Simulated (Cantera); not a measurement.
Feed: 1 mol BN, 24 mol H2O, 19 mol N2, held at 1925 K and 0.100 bar.

These are equilibrium values from Cantera (NASA tables, ideal gas, pure condensed phases), not measurements of a reactor. Candidate condensed phases: B, BN, B2O3, B3O3H3, H2O; 39 gas species. Kinetics and transport are ignored.

Base state: H2O 0.499, N2 0.443, H2 0.0343, HBO2 0.0225, OH 0.000703, H 0.000560, B2O3 9.35e-5, NO 7.44e-5 (mole fractions); condensed: gas only.

What changes in the equilibrium state with this change: temperature from 1925 K to 1000 K?


```csv
species,before,after
H2O,0.499,0.513
N2,0.443,0.449
H2,0.0343,0.0345
HBO2,0.0225,5.94e-5
(HBO2)3,2.73e-9,0.00324
OH,0.000703,<1e-9
H,0.000560,1.33e-9
B2O3,9.35e-5,<1e-9
NO,7.44e-5,<1e-9
"B2O3(l), mol",0,0.288
```
Gases not in the tables: H3BO3.
